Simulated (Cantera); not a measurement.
An adiabatic, constant-pressure homogeneous reactor starts with 8.87 % CH₄, 0.364 % H₂, 19.1 % O₂, 71.7 % N₂, at 1625 K and 0.410 bar.

Cantera simulation using GRI-Mech 3.0 (53 species, 325 reactions); the numbers are that mechanism's predictions, not measurements.

Question: Predict: time of steepest temperature rise; temperature at 0.600 s; equilibrium temperature; x(H₂) at 0.600 s; x(O₂) at 0.600 s; x(H₂O₂) at 0.600 s.

Answer: 
- time of steepest temperature rise: 0.705 ms
- temperature at 0.600 s: 2696 K
- equilibrium temperature: 2696 K
- x(H₂) at 0.600 s: 0.0185 (gas-phase equilibrium 0.0185)
- x(O₂) at 0.600 s: 0.0277 (gas-phase equilibrium 0.0277)
- x(H₂O₂) at 0.600 s: 1.52e-7 (gas-phase equilibrium 1.52e-7)
